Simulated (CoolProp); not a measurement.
Computed with CoolProp (reference Helmholtz-energy equation of state, Lemmon 2006). It is a short technical equation, of lower accuracy than the large ones.

For hydrogen sulfide, give the phase and the density (kg/m³), cp (kJ/(kg K)), Joule-Thomson coefficient (K/MPa), isothermal compressibility (1/MPa) at 65.35 °C and 44.5 bar; 92.15 °C and 44.5 bar; 159.25 °C and 44.5 bar.


- 65.35 °C and 44.5 bar: gas; density 77.0, cp 2.07, Joule-Thomson coefficient 14.2, isothermal compressibility 0.371
- 92.15 °C and 44.5 bar: gas; density 63.3, cp 1.56, Joule-Thomson coefficient 11.5, isothermal compressibility 0.299
- 159.25 °C and 44.5 bar: gas; density 47.3, cp 1.27, Joule-Thomson coefficient 7.63, isothermal compressibility 0.254
